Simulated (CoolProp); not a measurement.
The numbers come from the reference Helmholtz-energy equation of state, Schroeder 2014 in CoolProp.

For ethanol, give the phase and the density (kg/m³), cv (kJ/(kg K)), isothermal compressibility (1/MPa), viscosity (µPa s) at 559.8 K and 14.2 bar; 559.8 K and 85.5 bar; 559.8 K and 99.7 bar.


- 559.8 K and 14.2 bar: gas; density 14.7, cv 2.16, isothermal compressibility 0.740, viscosity 16.6
- 559.8 K and 85.5 bar: supercritical; density 140, cv 2.89, isothermal compressibility 0.241, viscosity 22.3
- 559.8 K and 99.7 bar: supercritical; density 199, cv 3.11, isothermal compressibility 0.250, viscosity 26.9

Viscosity comes from a separate model (Kiselev 2005).
